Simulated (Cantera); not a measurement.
Charge: 1 mol Ta(OEt)₅, 2.3 mol O₂, held at 1252 °C and 120 Pa.

Method: chemical equilibrium by Gibbs-energy minimisation in Cantera with the NASA 1993 tables (ideal gas, pure condensed phases). Candidate condensed phases: C, C₆H₆, C₇H₈, C₈H₁₈, H₂O, Ta, TaC, Ta₂O₅; 113 gas species. The feed counts by its element totals alone. Mutual solubility and eutectic melting of coexisting phases are not modelled. TaC: taken at fixed stoichiometry. Condensed phases not in the tables: Ta₂C. Rates play no part.

Base state: H₂ 0.576, CO 0.423, H 0.000518, H₂O 0.000368, CO₂ 0.000100 (mole fractions); condensed: TaC(s) + Ta₂O₅(s).

### Question
What changes in the equilibrium state with this change: pressure from 120 Pa to 10000 Pa?

### Answer
```csv
species,before,after
H₂,0.576,0.576
CO,0.423,0.423
H₂O,0.000368,0.00130
H,0.000518,5.68e-5
CO₂,0.000100,0.000355
"TaC(s), mol",0.831,0.839
"Ta₂O₅(s), mol",0.0843,0.0806
```
